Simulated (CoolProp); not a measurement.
R1224YDZ along the isobar 78.3 bar: density (kg/m³) from the reference equation and from simpler models built on Tc = 428.7 K, pc = 33.34 bar, ω = 0.325; each cubic takes its own stable root.

Computed with CoolProp (reference Helmholtz-energy equation of state, Akasaka 2023).

```json
[
 {"T (K)": "245.8", "phase": "liquid", "reference": "1511"},
 {"T (K)": "262.1", "phase": "liquid", "reference": "1473"},
 {"T (K)": "278.3", "phase": "liquid", "reference": "1434"},
 {"T (K)": "294.6", "phase": "liquid", "reference": "1395"},
 {"T (K)": "310.8", "phase": "liquid", "reference": "1354"},
 {"T (K)": "327", "phase": "liquid", "reference": "1311"},
 {"T (K)": "343.3", "phase": "liquid", "reference": "1267"},
 {"T (K)": "359.5", "phase": "liquid", "reference": "1219"},
 {"T (K)": "375.7", "phase": "liquid", "reference": "1169"},
 {"T (K)": "392", "phase": "liquid", "reference": "1114"},
 {"T (K)": "408.2", "phase": "liquid", "reference": "1053"},
 {"T (K)": "424.4", "phase": "liquid", "reference": "986.2"},
 {"T (K)": "440.7", "phase": "supercritical", "reference": "909.7"},
 {"T (K)": "456.9", "phase": "supercritical", "reference": "822.1"},
 {"T (K)": "473.1", "phase": "supercritical", "reference": "721.5"}
]
```

Task: How far does each simpler model (van der Waals, Redlich-Kwong, Soave-Redlich-Kwong) lie from the reference over these 15 states: mean and median of the absolute difference, and the worst?

Result: 
- van der Waals: mean 34.2 %, median 36.4 %, worst -40.0 % at 245.8 K and 78.3 bar
- Redlich-Kwong: mean 13.1 %, median 13.1 %, worst -14.1 % at 408.2 K and 78.3 bar
- Soave-Redlich-Kwong: mean 11.8 %, median 10.4 %, worst -17.4 % at 473.1 K and 78.3 bar
